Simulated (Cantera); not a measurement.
Charge: 1 mol Cu, 1.3 mol F2, 8.3 mol N2, held at 775 K and 1.33 mbar.

Method: chemical equilibrium by Gibbs-energy minimisation in Cantera with the NASA 1993 tables (ideal gas, pure condensed phases). Candidate condensed phases: Cu, CuF2; 11 gas species. Rates play no part.

Base state: N2 0.954, F 0.0231, F2 0.0227, NF3 0.000170 (mole fractions); condensed: CuF2(s).

Task: What changes in the equilibrium state with this change: pressure from 1.33 mbar to 0.700 bar?

Result: 
```
species         before     after
------------  --------  --------
N2               0.954     0.973
NF3           0.000170    0.0183
F2              0.0227   0.00782
F               0.0231  0.000591
CuF2(s), mol     1.000      1.00
```
